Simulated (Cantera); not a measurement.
Input: 1 mol Al, 9.8 mol HCl, at 973.15 K and 1.00 bar.

Cantera equilibrium calculation (NASA polynomials, part measured and part estimated; ideal gas, pure solids and liquids). Candidate condensed phases: Al, AlCl3; 12 gas species. The numbers say what is thermodynamically allowed, not how fast it happens.

Base state: HCl 0.732, H2 0.162, AlCl3 0.105, Al2Cl6 0.00159 (mole fractions); condensed: gas only.

What changes in the equilibrium state with this change: temperature from 973.15 K to 1123 K?


```json
[
 {"species": "HCl", "before": "0.732", "after": "0.731"},
 {"species": "H2", "before": "0.162", "after": "0.161"},
 {"species": "AlCl3", "before": "0.105", "after": "0.107"},
 {"species": "Al2Cl6", "before": "0.00159", "after": "0.000254"}
]
```

What changes in the equilibrium state with this change: temperature from 973.15 K to 598.15 K?


```
species   before    after
-------  -------  -------
HCl        0.732    0.770
H2         0.162    0.170
Al2Cl6   0.00159   0.0536
AlCl3      0.105  0.00600
```
